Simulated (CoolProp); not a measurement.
A Linde-Hampson liquefier for methane: isothermal reversible compression at 290 K from 1 atm to 30 MPa, throttling to 1 atm, return gas leaving the recuperator 0 K below the feed. Each further row changes one setting.

The numbers come from the reference Helmholtz-energy equation of state, Setzmann 1991 in CoolProp.

```csv
case,liquid yield per pass,compression work (kJ/kg of gas)
as stated,0.256,798
high pressure 60 MPa,0.261,912
warm-end temperature 320 K,0.200,903
warm-end gap 5 K,0.246,798
```
